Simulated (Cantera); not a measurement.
Input: 1 mol MgSO4, 0.17 mol C, 0.041 mol O2, equilibrated at 13300 Pa.

Equilibrium computed with Cantera from the NASA thermochemical tables; the gas is ideal and each condensed phase is pure. Candidate condensed phases: C, Mg, MgCO3, MgO, MgS, MgSO4, S; 26 gas species. Mutual solubility and eutectic melting of coexisting phases are not modelled. Rates play no part. All values below are at 877 °C.

Base state: SO2 0.601, CO2 0.395, SO3 0.00289, O2 0.00112 (mole fractions); condensed: MgO(s) + MgSO4(s).

Problem. What changes in the equilibrium state with this change: pressure from 13300 Pa to 13.0 Pa?

Solution. 
```json
[
 {"species": "SO2", "before": "0.601", "after": "0.648"},
 {"species": "O2", "before": "0.00112", "after": "0.240"},
 {"species": "CO2", "before": "0.395", "after": "0.110"},
 {"species": "SO3", "before": "0.00289", "after": "0.00142"},
 {"species": "MgO(s), mol", "before": "0.260", "after": "1.00"},
 {"species": "MgSO4(s), mol", "before": "0.740", "after": "0"}
]
```
